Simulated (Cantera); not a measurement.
A Cantera script and its output.

```python
import numpy as np
import cantera as ct

gas = ct.Solution("gri30.yaml")
gas.TPX = 523, 13332, {'CO': 1, 'H2': 0.032, 'CH4': 0.064, 'O2': 0.429, 'N2': 1.61}
flame = ct.FreeFlame(gas, width=0.16)
flame.set_refine_criteria(ratio=3, slope=0.08, curve=0.16)
flame.transport_model = "mixture-averaged"
flame.solve(loglevel=0, auto=True)
z, T = flame.grid, flame.T
thick = (T[-1] - T[0]) / np.gradient(T, z).max()
show = ['CO', 'H2', 'CH4', 'H', 'H2O2', 'H2O']
print(f"laminar burning velocity  {flame.velocity[0] * 100:.3f} cm/s")
print(f"burnt temperature         {T[-1]:.1f} K")
print(f"thermal thickness         {thick * 1e3:.4f} mm")
print(f"grid points               {len(z)}")
z0 = z[flame.heat_release_rate.argmax()]
print(f"{'z/mm':>9s}{'T/K':>9s}{'u/(m/s)':>9s}" + "".join(f"{s:>11s}" for s in show))
rows = []
for k in (-3, -2, -1.5, -1, -0.5, -0.25, 0, 0.25, 0.5, 1, 2, 4, 8):
    zz = z0 + k * thick
    rows.append([k * thick, np.interp(zz, z, T), np.interp(zz, z, flame.velocity),
                 *(np.interp(zz, z, flame.X[gas.species_index(s)]) for s in show)])
    print(f"{rows[-1][0] * 1e3:9.3f}{rows[-1][1]:9.1f}{rows[-1][2]:9.3f}" + "".join(f"{x:11.3e}" for x in rows[-1][3:]))
```

It prints:

```
laminar burning velocity  203.273 cm/s
burnt temperature         2361.8 K
thermal thickness         4.2646 mm
grid points               197
     z/mm      T/K  u/(m/s)         CO         H2        CH4          H       H2O2        H2O
  -12.794    523.0    2.033  3.190e-01  1.021e-02  2.041e-02  4.614e-14  3.992e-14  1.748e-12
   -8.529    523.0    2.033  3.190e-01  1.021e-02  2.041e-02  9.664e-11  1.253e-11  3.434e-10
   -6.397    523.0    2.033  3.190e-01  1.022e-02  2.041e-02  1.122e-08  7.772e-10  1.430e-08
   -4.265    523.2    2.034  3.189e-01  1.036e-02  2.041e-02  2.520e-06  1.644e-07  2.477e-06
   -2.132    565.4    2.201  3.162e-01  1.211e-02  2.028e-02  5.015e-04  3.567e-06  6.997e-04
   -1.066    733.3    2.866  3.080e-01  1.519e-02  1.848e-02  4.035e-03  1.420e-06  5.132e-03
    0.000   1133.9    4.447  2.896e-01  1.637e-02  5.119e-03  1.574e-02  3.749e-07  2.262e-02
    1.066   1340.4    5.212  2.503e-01  8.457e-03  6.426e-05  3.084e-02  1.943e-07  3.172e-02
    2.132   1428.4    5.494  2.184e-01  6.422e-03  1.993e-07  3.952e-02  1.262e-07  2.778e-02
    4.265   1528.5    5.796  1.904e-01  7.113e-03  6.565e-12  4.420e-02  9.254e-08  2.133e-02
    8.529   1624.8    6.107  1.841e-01  7.910e-03  3.110e-16  3.937e-02  7.410e-08  2.223e-02
   17.058   1739.5    6.483  1.850e-01  8.297e-03  7.490e-17  3.021e-02  5.212e-08  2.689e-02
   34.116   1871.9    6.907  1.838e-01  8.251e-03  2.405e-17  2.133e-02  3.121e-08  3.191e-02
```

Detailed kinetics in Cantera: GRI-Mech 3.0 (53 species, 325 reactions). Burning velocities carry a grid error of a few per cent, more on coarse grids.
